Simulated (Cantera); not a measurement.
**Thermodynamics of carbon deposition, reforming and gasification, feed C₃H₈ + O₂**

Charge: 1 mol C₃H₈, a varied amount of O₂, held at 973 K and 10.0 mbar.

These are equilibrium values from Cantera (NASA tables, ideal gas, pure condensed phases), not measurements of a reactor. Candidate condensed phases: C, C₆H₆, C₇H₈, C₈H₁₈, H₂O; 110 gas species. Rates play no part.

From 0.029 mol O₂ to 1.3 mol O₂ the condensed part is C(graphite). The main C-bearing gas is CO throughout. The share of C in condensed phases is highest at 0.029 mol O₂ (97.9 %) and lowest at 1.3 mol O₂ (13.9 %).

```csv
n(O₂) (mol),x H₂,x CO,x CO₂,x H₂O,x CH₄,x H,x C₂H₄,n C(graphite)
0.029,0.984,0.0142,2.03e-6,8.71e-5,0.00125,1.07e-8,5.04e-9,2.94
0.043,0.978,0.0209,4.40e-6,0.000127,0.00123,1.07e-8,4.97e-9,2.91
0.062,0.969,0.0299,8.97e-6,0.000180,0.00121,1.06e-8,4.88e-9,2.87
0.091,0.955,0.0433,1.88e-5,0.000257,0.00117,1.06e-8,4.75e-9,2.81
0.13,0.938,0.0607,3.70e-5,0.000354,0.00113,1.05e-8,4.58e-9,2.74
0.19,0.912,0.0863,7.46e-5,0.000489,0.00107,1.03e-8,4.33e-9,2.62
0.28,0.876,0.122,0.000149,0.000665,0.000986,1.01e-8,3.99e-9,2.44
0.41,0.829,0.169,0.000287,0.000871,0.000883,9.84e-9,3.58e-9,2.18
0.59,0.771,0.226,0.000513,0.00109,0.000765,9.50e-9,3.10e-9,1.82
0.86,0.699,0.298,0.000894,0.00130,0.000627,9.04e-9,2.54e-9,1.29
1.3,0.606,0.391,0.00153,0.00147,0.000472,8.41e-9,1.91e-9,0.417
```
x: gas mole fraction; n: condensed amount in mol.
